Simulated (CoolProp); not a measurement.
Properties of n-perfluoropentane along the isobar 2.2 MPa (Tc = 147.9 °C, pc = 2.063 MPa, ω = 0.436).

Computed with CoolProp (reference Helmholtz-energy equation of state, Gao 2022).

```tsv
T (°C)	phase	density (kg/m³)	cp (kJ/(kg K))	cv (kJ/(kg K))	Joule-Thomson coefficient (K/MPa)	isothermal compressibility (1/MPa)
-9.75	liquid	1722	0.9765	0.7745	…	0.002167
-4.25	liquid	1706	0.9869	0.7829	-0.3185	0.002299
1.25	liquid	1689	0.9972	0.7911	-0.3067	0.002445
6.65	liquid	1673	1.007	0.7991	-0.2944	0.002603
12.15	liquid	1657	1.018	0.8071	-0.2810	0.002782
17.65	liquid	1640	1.028	0.8150	-0.2668	0.002981
23.15	liquid	1622	1.038	…	…	0.003203
28.65	liquid	1605	1.049	0.8304	-0.2352	0.003452
34.15	liquid	…	1.059	0.8379	-0.2175	0.003733
39.65	liquid	1569	1.069	0.8453	-0.1983	0.004051
45.05	liquid	1551	1.080	0.8525	-0.1777	0.004406
50.55	liquid	1531	1.090	0.8597	-0.1547	0.004819
56.05	liquid	1512	1.101	0.8669	-0.1293	0.005295
61.55	liquid	1492	1.111	0.8740	-0.1011	0.005846
67.05	liquid	1471	1.122	0.8811	-0.06947	0.006491
```

Complete the blanks.


- -9.75, Joule-Thomson coefficient (K/MPa): -0.3297
- 23.15, cv (kJ/(kg K)): 0.8227
- 23.15, Joule-Thomson coefficient (K/MPa): -0.2516
- 34.15, density (kg/m³): 1587
